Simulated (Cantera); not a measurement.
A closed system holds: 1 mol HF, 0.039 mol O2, held at 3423 K and 18.0 Pa.

Method: chemical equilibrium by Gibbs-energy minimisation in Cantera with the NASA 1993 tables (ideal gas, pure condensed phases). Candidate condensed phases: H2O; 22 gas species. Rates play no part.

Base state: F 0.474, H 0.474, O 0.0380, HF 0.0137, H2 0.000166, OH 2.27e-5 (mole fractions); condensed: gas only.

Question: What changes in the equilibrium state with this change: temperature from 3423 K to 2198 K?

Answer: 
```json
[
 {"species": "HF", "before": "0.0137", "after": "0.923"},
 {"species": "O", "before": "0.0380", "after": "0.0286"},
 {"species": "O2", "before": "1.59e-6", "after": "0.0207"},
 {"species": "H", "before": "0.474", "after": "0.00941"},
 {"species": "F", "before": "0.474", "after": "0.0144"},
 {"species": "H2O", "before": "1.80e-8", "after": "0.000881"},
 {"species": "OH", "before": "2.27e-5", "after": "0.00224"},
 {"species": "H2", "before": "0.000166", "after": "0.000514"}
]
```

Question: What changes in the equilibrium state with this change: temperature from 3423 K to 650 K?

Answer: 
```
species    before   after
-------  --------  ------
HF         0.0137   0.962
O2        1.59e-6  0.0375
F           0.474   <1e-9
H           0.474   <1e-9
O          0.0380   <1e-9
H2       0.000166   <1e-9
OH        2.27e-5   <1e-9
```

Question: What changes in the equilibrium state with this change: temperature from 3423 K to 898.15 K?

Answer: 
```
species    before    after
-------  --------  -------
HF         0.0137    0.962
O2        1.59e-6   0.0375
F           0.474  3.47e-8
H           0.474    <1e-9
O          0.0380    <1e-9
H2       0.000166    <1e-9
OH        2.27e-5    <1e-9
```
